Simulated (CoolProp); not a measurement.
Vapour-liquid equilibrium of hydrogen sulfide (1) + benzene (2) at 343.5 K; x and y are mole fractions of (1).

Values from CoolProp's multi-fluid Helmholtz-energy mixture model, Lemmon 2006 and Thol 2012; pair parameters Bell 2016.

```
x      bubble pressure (kPa)  y at the bubble point  dew pressure at overall composition x (kPa)  liquid density (mol/L)
-----  ---------------------  ---------------------  -------------------------------------------  ----------------------
0.05                   273.5                  0.729                                        78.33                   10.86
0.125                  571.9                  0.872                                        85.10                   11.36
0.2                    874.5                  0.918                                        93.13                   11.88
0.275                   1186                  0.941                                        102.8                   12.45
0.35                    1509                  0.955                                        114.7                   13.05
0.425                   1849                  0.964                                        129.6                   13.69
0.5                     2206                  0.972                                        149.1                   14.38
0.575                   2585                  0.977                                        175.3                   15.11
0.65                    2986                  0.982                                        212.6                   15.87
0.725                   3411                  0.986                                        270.0                   16.66
0.8                     3865                  0.989                                        369.6                   17.44
0.875                   4354                  0.993                                        585.2                   18.16
0.95                    4896                  0.997                                         1381                   18.64
```

No azeotrope shows between x = 0.05 and 0.95.

Pair parameters are fitted to limited data, so mixtures are less certain than the pure fluids.
